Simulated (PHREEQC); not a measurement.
Solution (20 °C): 3.2 mmol/kgw KOH and 3.5 mmol/kgw K2SiO3. It is in equilibrium with CO2 at log p = -1 (atm). Otherwise closed; pH follows from the charge balance.

Equilibrium calculation in PHREEQC: ion-association model, wateq4f.dat.

Problem. The ionic strength comes out as 0.0102 mol/kgw. What activity coefficients do HCO3-, K+, H3SiO4-, CO3-2 get?

Solution. HCO3- 0.91, K+ 0.90, H3SiO4- 0.90, CO3-2 0.67.

This is a speciation only: nothing precipitates in the calculation. The solution is supersaturated, for example in SiO2(a), Quartz (slow to form), so a real one may precipitate; this is no full list.
